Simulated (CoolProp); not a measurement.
n-nonane along the isotherm 600 K: Z from the reference equation and from simpler models built on Tc = 594.5 K, pc = 2.282 MPa, ω = 0.443; each cubic takes its own stable root.

The numbers come from the reference Helmholtz-energy equation of state, Lemmon 2006 in CoolProp. It is a short technical equation, of lower accuracy than the large ones.

| p (MPa) | phase | reference |
|---|---|---|
| 0.0761 | gas | 0.9886 |
| 0.152 | gas | 0.9771 |
| 0.228 | gas | 0.9654 |
| 0.304 | gas | 0.9534 |
| 0.38 | gas | 0.9412 |
| 0.456 | gas | 0.9288 |
| 0.532 | gas | 0.9161 |
| 0.609 | gas | 0.9029 |
| 0.685 | gas | 0.8897 |
| 0.761 | gas | 0.8761 |
| 0.837 | gas | 0.8622 |
| 0.913 | gas | 0.8479 |
| 0.989 | gas | 0.8333 |
| 1.06 | gas | 0.8192 |
| 1.14 | gas | 0.8029 |

**Question.** How far does each simpler model (Pitzer virial, van der Waals, Soave-Redlich-Kwong) lie from the reference over these 15 states: mean and median of the absolute difference, and the worst?

**Answer.** 
- Pitzer virial: mean 1.0 %, median 0.7 %, worst +3.3 % at 600 K and 1.14 MPa
- van der Waals: mean 1.7 %, median 1.5 %, worst +3.6 % at 600 K and 1.14 MPa
- Soave-Redlich-Kwong: mean 0.5 %, median 0.4 %, worst +1.3 % at 600 K and 1.14 MPa
